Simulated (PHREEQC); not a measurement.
A column of 0.2 m (30 cells, dispersivity 0.01 m, 60 s a shift, diffusion coefficient 3e-10 m²/s) holds 0.034 eq of the database's cation exchanger X per kg of pore water, first in equilibrium with 0.0014 mol/kgw KBr, 0.066 mol/kgw MnCl2 and 1e-05 mol/kgw HCl. It is flushed with 0.0017 mol MgSO4, 0.01 mol CaCl2, 0.029 mol NH4Cl and 1e-05 mol HCl per kg of water, at 25 °C. Values are for the last cell. The system is closed to CO2. Nothing may precipitate in this run.

Equilibrium calculation in PHREEQC: ion-association model, phreeqc.dat.

Predict Ca in solution (mol/kgw), Mg in solution (mol/kgw) at pore volumes = 0.8167, 2.683, 2.95, 3.617.


```
pore volumes  Ca in solution (mol/kgw)  Mg in solution (mol/kgw)
------------  ------------------------  ------------------------
0.8167                        0.000136                   7.53e-5
2.683                          0.00887                   0.00168
2.95                           0.00942                   0.00170
3.617                          0.00990                   0.00171
```
